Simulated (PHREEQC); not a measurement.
A solution holds 0.048 mol/kgw Pb(NO3)2 and 0.0016 mol/kgw HNO3, at 25 °C. Closed to the air; pH follows from the charge balance.

Equilibrium calculation in PHREEQC: ion-association model, wateq4f.dat.

This is a speciation only: nothing precipitates in the calculation.

Estimate the pH, ionic strength.

pH 2.88; ionic strength 0.117 mol/kgw.

In which forms is Pb present?

Pb+2 70 %, PbNO3+ 30 % of the Pb.

Species that the database lacks are ignored.
